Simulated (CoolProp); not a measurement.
Saturation properties of ethylbenzene.

Model: reference Helmholtz-energy equation of state, Zhou 2012, in CoolProp.

| T (K) | p (bar) | liquid density (kg/m³) | vapour density (kg/m³) | enthalpy of vaporisation (kJ/kg) | liquid cp (kJ/(kg K)) | surface tension (mN/m) |
|---|---|---|---|---|---|---|
| 484.1 | 5.304 | 679.1 | 16.22 | 282.7 | 2.441 | 9.81 |
| 488.9 | 5.785 | 673.2 | 17.69 | 278.8 | 2.462 | 9.38 |
| 493.7 | 6.299 | 667.3 | 19.27 | 274.7 | 2.483 | 8.95 |
| 498.5 | 6.846 | 661.2 | 20.96 | 270.6 | 2.505 | 8.53 |
| 503.4 | 7.440 | 654.9 | 22.82 | 266.2 | 2.528 | 8.10 |
| 508.2 | 8.058 | 648.6 | 24.78 | 261.8 | 2.552 | 7.69 |
| 513 | 8.715 | 642.1 | 26.89 | 257.4 | 2.576 | 7.28 |
| 517.8 | 9.411 | 635.5 | 29.15 | 252.7 | 2.601 | 6.87 |
| 522.6 | 10.15 | 628.8 | 31.58 | 248.0 | 2.627 | 6.47 |

It boils at 409.3 K under 1 atm.

Surface tension comes from a separate correlation (Mulero 2014).
